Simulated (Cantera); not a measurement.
An adiabatic, constant-volume homogeneous reactor starts with H₂ : O₂ : N₂ : H₂O = 1 : 0.208 : 0.783 : 0.17 (molar parts), at 1423 K and 10.9 atm. Integrator tolerance rtol = 1e-08.

Computed with Cantera and GRI-Mech 3.0 (53 species, 325 reactions). The hydrogen kinetics of GRI-Mech 3.0 are dated; newer H2 mechanisms differ, most at raised pressure.

Question: What does this change do: constant pressure in place of constant volume?

Answer: 
```json
[
 {"quantity": "time of steepest temperature rise", "before": "3.36 µs", "after": "3.47 µs"},
 {"quantity": "temperature at 0.100 s", "before": "2898 K", "after": "2679 K"},
 {"quantity": "equilibrium temperature", "before": "2898 K", "after": "2679 K"},
 {"quantity": "x(H₂) at 0.100 s", "before": "0.292 (gas-phase equilibrium 0.292)", "after": "0.294 (gas-phase equilibrium 0.294)"},
 {"quantity": "x(O₂) at 0.100 s", "before": "4.89e-5 (gas-phase equilibrium 4.89e-5)", "after": "1.67e-5 (gas-phase equilibrium 1.67e-5)"},
 {"quantity": "x(H₂O) at 0.100 s", "before": "0.292 (gas-phase equilibrium 0.292)", "after": "0.296 (gas-phase equilibrium 0.296)"},
 {"quantity": "x(HO₂) at 0.100 s", "before": "2.40e-7 (gas-phase equilibrium 2.40e-7)", "after": "5.82e-8 (gas-phase equilibrium 5.82e-8)"},
 {"quantity": "x(OH) at 0.100 s", "before": "0.00420 (gas-phase equilibrium 0.00420)", "after": "0.00218 (gas-phase equilibrium 0.00218)"}
]
```

Question: What does this change do: initial temperature 1423 to 1225 K?

Answer: 
| quantity | before | after |
|---|---|---|
| time of steepest temperature rise | 3.36 µs | 86.4 µs |
| temperature at 0.100 s | 2898 K | 2783 K |
| equilibrium temperature | 2898 K | 2783 K |
| x(H₂) at 0.100 s | 0.292 (gas-phase equilibrium 0.292) | 0.294 (gas-phase equilibrium 0.294) |
| x(O₂) at 0.100 s | 4.89e-5 (gas-phase equilibrium 4.89e-5) | 1.87e-5 (gas-phase equilibrium 1.87e-5) |
| x(H₂O) at 0.100 s | 0.292 (gas-phase equilibrium 0.292) | 0.296 (gas-phase equilibrium 0.296) |
| x(HO₂) at 0.100 s | 2.40e-7 (gas-phase equilibrium 2.40e-7) | 9.54e-8 (gas-phase equilibrium 9.54e-8) |
| x(OH) at 0.100 s | 0.00420 (gas-phase equilibrium 0.00420) | 0.00245 (gas-phase equilibrium 0.00245) |

Question: What does this change do: initial temperature 1423 to 1550 K?

Answer: 
```json
[
 {"quantity": "time of steepest temperature rise", "before": "3.36 µs", "after": "1.53 µs"},
 {"quantity": "temperature at 0.100 s", "before": "2898 K", "after": "2966 K"},
 {"quantity": "equilibrium temperature", "before": "2898 K", "after": "2966 K"},
 {"quantity": "x(H₂) at 0.100 s", "before": "0.292 (gas-phase equilibrium 0.292)", "after": "0.290 (gas-phase equilibrium 0.290)"},
 {"quantity": "x(O₂) at 0.100 s", "before": "4.89e-5 (gas-phase equilibrium 4.89e-5)", "after": "8.31e-5 (gas-phase equilibrium 8.31e-5)"},
 {"quantity": "x(H₂O) at 0.100 s", "before": "0.292 (gas-phase equilibrium 0.292)", "after": "0.290 (gas-phase equilibrium 0.290)"},
 {"quantity": "x(HO₂) at 0.100 s", "before": "2.40e-7 (gas-phase equilibrium 2.40e-7)", "after": "3.98e-7 (gas-phase equilibrium 3.98e-7)"},
 {"quantity": "x(OH) at 0.100 s", "before": "0.00420 (gas-phase equilibrium 0.00420)", "after": "0.00565 (gas-phase equilibrium 0.00565)"}
]
```
